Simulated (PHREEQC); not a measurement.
A solution holds 0.028 mol NH4HS and 0.15 mol H2SO4 per kg of water, at 20 °C. Closed to the air; pH follows from the charge balance.

Equilibrium calculation in PHREEQC: ion-association model, wateq4f.dat.

```csv
quantity,before,after
pH,0.91,0.97
ionic strength (mol/kgw),0.206,0.175
HSO4- (mol/kgw),0.119,0.136
H2S (mol/kgw),0.0280,0.0280
SO4-2 (mol/kgw),0.0280,0.0124
NH4+ (mol/kgw),0.0253,0.0268
```

Name the change that produced these shifts.
(A) diluted 2-fold with water
(B) temperature from 20 to 65 °C
(C) H2SO4 from 0.15 to 0.075 mol/kgw

B, temperature from 20 to 65 °C

Precipitation was switched off in this run. At this temperature some constants are extrapolated from 25 °C, and those without enthalpy data are left unchanged.
